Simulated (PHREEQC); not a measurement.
Make-up at 25 °C: 0.0013 mol KHCO3 and 0.00011 mol NaF per kg of water. Closed to the air; pH follows from the charge balance.

All values are PHREEQC results (ion-association model, phreeqc.dat), not measurements.

| quantity | before | after |
|---|---|---|
| pH | 8.27 | 8.28 |
| CO3-2 (mol/kgw) | 1.27e-5 | 2.66e-5 |

Name the change that produced these shifts.
A. NaF from 0.00011 to 0.000165 mol/kgw
B. temperature from 25 to 65 °C
C. KHCO3 from 0.0013 to 0.0026 mol/kgw
D. NaF replaced by NaBF4 at the same molality
E. temperature from 25 to 50 °C

C, KHCO3 from 0.0013 to 0.0026 mol/kgw

Precipitation was switched off in this run.
